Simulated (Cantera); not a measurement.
A closed system holds: 1 mol FeCl₃, 7.2 mol O₂, 0.18 mol H₂, at 850 °C.

Equilibrium computed with Cantera from the NASA thermochemical tables; the gas is ideal and each condensed phase is pure. Candidate condensed phases: Fe, FeCl₂, FeCl₃, FeO, Fe(OH)₂, Fe(OH)₃, Fe₂O₃, Fe₃O₄, H₂O; 22 gas species. Kinetics and transport are ignored.

x: gas mole fraction; n: condensed amount in mol.

```json
[
 {"P (Pa)": "0.100", "x O₂": "0.749", "x Cl₂": "0.00479", "x Cl": "0.139", "x FeCl₂": "0.0681", "x HCl": "0.0389", "n Fe₂O₃(s)": "0.184"},
 {"P (Pa)": "1.60", "x O₂": "0.767", "x Cl₂": "0.0349", "x Cl": "0.0938", "x FeCl₂": "0.0609", "x HCl": "0.0401", "n Fe₂O₃(s)": "0.213"},
 {"P (Pa)": "25", "x O₂": "0.785", "x Cl₂": "___", "x Cl": "___", "x FeCl₂": "___", "x HCl": "0.0425", "n Fe₂O₃(s)": "___"},
 {"P (Pa)": "400", "x O₂": "0.792", "x Cl₂": "___", "x Cl": "___", "x FeCl₂": "___", "x HCl": "0.0436", "n Fe₂O₃(s)": "0.460"},
 {"P (Pa)": "6300", "x O₂": "0.794", "x Cl₂": "0.155", "x Cl": "0.00315", "x FeCl₂": "0.000531", "x HCl": "0.0433", "n Fe₂O₃(s)": "0.484"},
 {"P (Pa)": "100000", "x O₂": "0.794", "x Cl₂": "0.161", "x Cl": "0.000804", "x FeCl₂": "6.91e-5", "x HCl": "0.0413", "n Fe₂O₃(s)": "0.492"}
]
```

Problem. Fill in the missing entries.

Solution. 
- 25, x Cl₂: 0.102
- 25, x Cl: 0.0406
- 25, x FeCl₂: 0.0223
- 25, n Fe₂O₃(s): 0.374
- 400, x Cl₂: 0.142
- 400, x Cl: 0.0120
- 400, x FeCl₂: 0.00385
